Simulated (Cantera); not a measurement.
A closed system holds: 1 mol C6H6, 0.086 mol H2O, 1.4 mol N2, at 101000 Pa.

These are equilibrium values from Cantera (NASA tables, ideal gas, pure condensed phases), not measurements of a reactor. Candidate condensed phases: C, C6H6, C7H8, C8H18, H2O; 136 gas species. Kinetics and transport are ignored.

x: gas mole fraction; n: condensed amount in mol.

| T (K) | x H2 | x N2 | x CH4 | x H2O | x CO | x NH3 | x CO2 | n C(graphite) |
|---|---|---|---|---|---|---|---|---|
| 673 | 0.158 | 0.432 | 0.384 | 0.0258 | 0.000149 | 0.000560 | 0.000298 | 4.75 |
| 698 | 0.198 | 0.422 | 0.353 | 0.0250 | 0.000272 | 0.000559 | 0.000329 | 4.83 |
| 723 | 0.243 | 0.412 | 0.320 | 0.0241 | 0.000478 | 0.000547 | 0.000363 | 4.91 |
| 748 | (withheld) | 0.400 | (withheld) | 0.0230 | (withheld) | 0.000526 | (withheld) | 5.00 |
| 773 | 0.340 | 0.389 | 0.248 | 0.0217 | 0.00132 | 0.000495 | 0.000433 | 5.10 |
| 798 | 0.388 | 0.377 | 0.212 | 0.0202 | 0.00208 | 0.000459 | 0.000464 | 5.21 |
| 823 | 0.434 | 0.366 | 0.178 | 0.0184 | 0.00316 | 0.000418 | 0.000485 | 5.31 |
| 848 | 0.475 | 0.356 | 0.147 | 0.0163 | 0.00459 | 0.000375 | 0.000487 | 5.40 |
| 873 | 0.512 | 0.347 | 0.119 | 0.0140 | 0.00636 | 0.000332 | 0.000465 | 5.49 |
| 898 | 0.544 | 0.339 | (withheld) | (withheld) | (withheld) | (withheld) | (withheld) | 5.57 |
| 923 | 0.570 | 0.333 | 0.0767 | 0.00931 | 0.0104 | 0.000254 | 0.000348 | 5.63 |
| 948 | 0.592 | 0.327 | 0.0609 | 0.00719 | 0.0124 | 0.000221 | 0.000272 | 5.69 |

### Question
Some entries are withheld; supply them.

### Answer

- 748, x H2: 0.291
- 748, x CH4: 0.284
- 748, x CO: 0.000810
- 748, x CO2: 0.000398
- 898, x CH4: 0.0960
- 898, x H2O: 0.0117
- 898, x CO: 0.00836
- 898, x NH3: 0.000291
- 898, x CO2: 0.000417
